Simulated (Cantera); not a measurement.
Cantera run:

```python
import numpy as np
import cantera as ct

gas_names = """
    C CH CH2 CH3 CH2OH CH3O CH4 CH3OH CO CO2 COOH C2 C2H CHCO,ketyl C2H2,acetylene C2H2,vinylidene
    CH2CO,ketene C2H3,vinyl CH3CO,acetyl C2H4 C2H4O,ethylen CH3CHO,ethanal CH3COOH (HCOOH)2 C2H5 C2H6
    CH3OCH3 C2H5OH C2O C3 C3H3,propargyl C3H4,allene C3H4,propyne C3H4,cyclo- C3H5,allyl C3H6,propylene
    C3H6,cyclo- C3H6O C3H7,n-propyl C3H7,i-propyl C3H8 C3H8O,1propanol C3H8O,2propanol C3O2 C4 C4H2
    C4H4,1,3-cyclo- C4H6,butadiene C4H6,2-butyne C4H6,cyclo- C4H8,1-butene C4H8,cis2-buten
    C4H8,tr2-butene C4H8,isobutene C4H8,cyclo- (CH3COOH)2 C4H9,n-butyl C4H9,i-butyl C4H9,s-butyl
    C4H9,t-butyl C4H10,isobutane C4H10,n-butane C5 C5H6,1,3cyclo- C5H8,cyclo- C5H10,1-pentene
    C5H10,cyclo- C5H11,pentyl C5H11,t-pentyl C5H12,n-pentane C5H12,i-pentane CH3C(CH3)2CH3 C6H2
    C6H5,phenyl C6H5O,phenoxy C6H6 C6H5OH,phenol C6H10,cyclo- C6H12,1-hexene C6H12,cyclo- C6H13,n-hexyl
    C7H7,benzyl C7H8 C7H8O,cresol C7H14,1-heptene C7H15,n-heptyl C7H16,n-heptane C8H8,styrene
    C8H10,ethylbenz C8H16,1-octene C8H17,n-octyl C8H18,isooctane C8H18,n-octane C9H19,n-nonyl
    C10H8,naphthale C10H21,n-decyl C12H9,o-bipheny C12H10,bipheny H HCO HO2 H2 HCHO,formaldehy HCOOH H2O
    H2O2 O OH O2 O3 Si SiC SiC2 SiC4H12 SiH SiH2 SiH3 SiH4 SiO SiO2 Si2 Si2C Si3
""".split()
cond_names = """
    C(gr) C6H6(L) C7H8(L) C8H18(L),n-octa H2O(s) H2O(L) Si(cr) Si(L) SiC(b) SiO2(Lqz) SiO2(hqz) SiO2(L)
""".split()


def load(file, names, dense=False):
    # The tables refer to 1 bar. Condensed volumes are neglected.
    table = {s.name: s for s in ct.Species.list_from_file(file)}
    out = []
    for n in names:
        d = dict(table[n].input_data)
        d["thermo"] = dict(d["thermo"], **{"reference-pressure": 1e5})
        if dense:
            d["equation-of-state"] = {"model": "constant-volume", "density": "1e6 g/cm^3"}
        out.append(ct.Species.from_dict(d))
    return out


gas = ct.Solution(thermo="ideal-gas", species=load("nasa_gas.yaml", gas_names))
cond = {s.name: ct.Solution(thermo="fixed-stoichiometry", species=[s], name=s.name)
        for s in load("nasa_condensed.yaml", cond_names, dense=True)}
atoms = {
    'SiC': {'Si': 1, 'C': 1},
    'CO2': {'C': 1, 'O': 2},
    'H2': {'H': 2},
}
top_T = {'C(gr)': 4500, 'SiC(b)': 3050}  # K; cautious upper limits of use, not melting points


def equilibrate(T, P, feed):
    n = {}
    for name, mol in feed.items():
        for a, k in atoms[name].items():
            n[a] = n.get(a, 0.0) + k * mol
    gas.TPX = T, P, n
    mass = sum(n.values()) * gas.mean_molecular_weight
    gas.equilibrate("TP")
    valid = [c for c in cond.values() if c.min_temp <= T <= top_T.get(c.name, c.max_temp)]
    mix = ct.Mixture([(gas, mass / gas.mean_molecular_weight)] + [(c, 0.0) for c in valid])
    mix.T, mix.P = T, P
    mix.equilibrate("TP", solver="vcs", rtol=1e-11, max_steps=5000)
    return mix


results = []
feed = {'SiC': 1, 'CO2': 0.21, 'H2': 310}  # mol
T = 1698.15  # K
P = 1333.22  # Pa
mix = equilibrate(T, P, feed)
results.append((T, P, feed, dict(zip(mix.species_names, mix.species_moles))))
x = sorted(zip(gas.X, gas.species_names), reverse=True)
print(f"T = {T:g} K  P = {P:g} Pa  gas = {mix.phase_moles(0):.4g} mol")
print("   x: " + "  ".join(f"{s} {v:.3e}" for v, s in x if v > 1e-06))
print("   condensed (mol): " + ("  ".join(f"{mix.phase(i).name} {mix.phase_moles(i):.4g}"
      for i in range(1, mix.n_phases) if mix.phase_moles(i) > 1e-12) or "none"))
```

Result:

```
T = 1698.15 K  P = 1333.22 Pa  gas = 310.6 mol
   x: H2 9.974e-01  H 1.252e-03  CO 1.017e-03  SiO 3.349e-04  Si 6.527e-06  SiH2 1.843e-06  CH4 1.626e-06  SiH 1.172e-06
   condensed (mol): SiC(b) 0.893
```

Equilibrium computed with Cantera from the NASA thermochemical tables; the gas is ideal and each condensed phase is pure.
